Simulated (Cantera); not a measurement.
Feed: 1 mol Pb, a varied amount of H₂O, 13 mol N₂, 0.0028 mol O₂, at 2023 K and 1900 Pa.

Cantera equilibrium calculation (NASA polynomials, part measured and part estimated; ideal gas, pure solids and liquids). Candidate condensed phases: H₂O, Pb, PbO, PbO₂, Pb₃O₄; 27 gas species. Kinetics and transport are ignored.

x: gas mole fraction; nothing condenses.

```json
[
 {"n(H₂O) (mol)": "0.34", "x N₂": "0.905", "x H₂O": "0.0202", "x Pb": "0.0673", "x H₂": "0.00288", "x PbO": "0.00233", "x OH": "0.000539"},
 {"n(H₂O) (mol)": "0.5", "x N₂": "0.895", "x H₂O": "0.0300", "x Pb": "0.0662", "x H₂": "0.00362", "x PbO": "0.00271", "x OH": "0.000716"},
 {"n(H₂O) (mol)": "0.73", "x N₂": "0.881", "x H₂O": "0.0440", "x Pb": "0.0646", "x H₂": "0.00451", "x PbO": "0.00311", "x OH": "0.000940"},
 {"n(H₂O) (mol)": "1.1", "x N₂": "0.859", "x H₂O": "0.0658", "x Pb": "0.0625", "x H₂": "0.00568", "x PbO": "0.00358", "x OH": "0.00125"},
 {"n(H₂O) (mol)": "1.6", "x N₂": "0.831", "x H₂O": "?", "x Pb": "0.0599", "x H₂": "?", "x PbO": "?", "x OH": "?"},
 {"n(H₂O) (mol)": "2.3", "x N₂": "0.794", "x H₂O": "?", "x Pb": "0.0567", "x H₂": "?", "x PbO": "0.00438", "x OH": "?"},
 {"n(H₂O) (mol)": "3.3", "x N₂": "0.748", "x H₂O": "0.178", "x Pb": "0.0529", "x H₂": "0.00994", "x PbO": "0.00468", "x OH": "0.00256"},
 {"n(H₂O) (mol)": "4.8", "x N₂": "0.687", "x H₂O": "0.240", "x Pb": "0.0480", "x H₂": "0.0117", "x PbO": "0.00486", "x OH": "0.00318"},
 {"n(H₂O) (mol)": "7", "x N₂": "0.614", "x H₂O": "0.315", "x Pb": "0.0424", "x H₂": "0.0136", "x PbO": "0.00486", "x OH": "0.00387"},
 {"n(H₂O) (mol)": "10", "x N₂": "0.537", "x H₂O": "0.395", "x Pb": "0.0367", "x H₂": "0.0153", "x PbO": "0.00466", "x OH": "0.00457"}
]
```

Problem. Some entries are withheld; supply them.

Solution. 
- 2.3, x H₂O: 0.131
- 2.3, x H₂: 0.00836
- 2.3, x OH: 0.00205
- 1.6, x H₂O: 0.0939
- 1.6, x H₂: 0.00695
- 1.6, x PbO: 0.00400
- 1.6, x OH: 0.00162
